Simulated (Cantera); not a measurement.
A freely propagating, adiabatic, planar premixed flame of 28.5 % H2, 15.0 % O2, 56.5 % N2, equivalence ratio 0.95, unburnt at 350 K and 300 Torr; mixture-averaged transport, grid criteria slope 0.08 and curve 0.16, no radiation.

Cantera simulation using the H2/O2 subset of GRI-Mech 3.0, which has no nitrogen chemistry; the numbers are that mechanism's predictions, not measurements. Burning velocities carry a grid error of a few per cent, more on coarse grids.

x: mole fraction of selected species; z is measured from the peak of heat release.

| z (mm) | T (K) | u (m/s) | x H2 | x O2 | x H2O | x HO2 | x O | x OH |
|---|---|---|---|---|---|---|---|---|
| -3.72 | 350 | 2.70 | 0.285 | 0.150 | <1e-8 | <1e-8 | <1e-8 | <1e-8 |
| -2.48 | 350 | 2.70 | 0.285 | 0.150 | <1e-8 | <1e-8 | <1e-8 | <1e-8 |
| -1.86 | 350 | 2.70 | 0.285 | 0.150 | <1e-8 | <1e-8 | <1e-8 | <1e-8 |
| -1.24 | 350 | 2.70 | 0.285 | 0.150 | 5.96e-8 | ___ | <1e-8 | <1e-8 |
| -0.619 | 356 | 2.73 | 0.282 | 0.151 | 9.19e-5 | ___ | 4.76e-7 | 2.84e-6 |
| -0.310 | 593 | 4.42 | 0.246 | 0.148 | 0.0169 | ___ | 0.000120 | 0.000942 |
| 0 | 1072 | 7.71 | 0.148 | 0.112 | 0.100 | ___ | 0.00393 | 0.00221 |
| 0.310 | 1390 | 9.88 | 0.0608 | 0.0547 | 0.202 | ___ | 0.0107 | 0.00727 |
| 0.619 | 1540 | 10.9 | 0.0413 | 0.0372 | 0.232 | ___ | 0.0120 | 0.0104 |
| 1.24 | 1694 | 11.9 | 0.0385 | 0.0315 | 0.244 | ___ | 0.0110 | 0.0130 |
| 2.48 | 1851 | 12.8 | 0.0364 | 0.0276 | 0.256 | ___ | 0.00888 | 0.0148 |
| 4.95 | 2001 | 13.7 | 0.0320 | 0.0236 | 0.269 | ___ | 0.00648 | 0.0154 |
| 9.91 | 2134 | 14.5 | 0.0260 | 0.0199 | 0.283 | ___ | 0.00427 | 0.0146 |

### Question
Some entries are withheld; supply them.

### Answer

- -1.24, x HO2: 1.83e-8
- -0.619, x HO2: 3.34e-5
- -0.310, x HO2: 0.000175
- 0, x HO2: 5.27e-5
- 0.310, x HO2: 2.16e-5
- 0.619, x HO2: 1.29e-5
- 1.24, x HO2: 9.03e-6
- 2.48, x HO2: 6.38e-6
- 4.95, x HO2: 4.33e-6
- 9.91, x HO2: 2.89e-6
